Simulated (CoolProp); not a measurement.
A Linde-Hampson liquefier for carbon monoxide: isothermal reversible compression at 280 K from 1 atm to 40 MPa, throttling to 1 atm, return gas leaving the recuperator 0 K below the feed. Each further row changes one setting.

Values from CoolProp's reference Helmholtz-energy equation of state, Lemmon 2006. It is a short technical equation, of lower accuracy than the large ones.

```csv
case,liquid yield per pass,compression work (kJ/kg of gas)
as stated,___,500
high pressure 80 MPa,___,585
warm-end temperature 310 K,0.095,559
warm-end gap 5 K,___,500
```

Problem. Fill in the missing entries.

Solution. 
- as stated, liquid yield per pass: 0.128
- high pressure 80 MPa, liquid yield per pass: 0.087
- warm-end gap 5 K, liquid yield per pass: 0.117
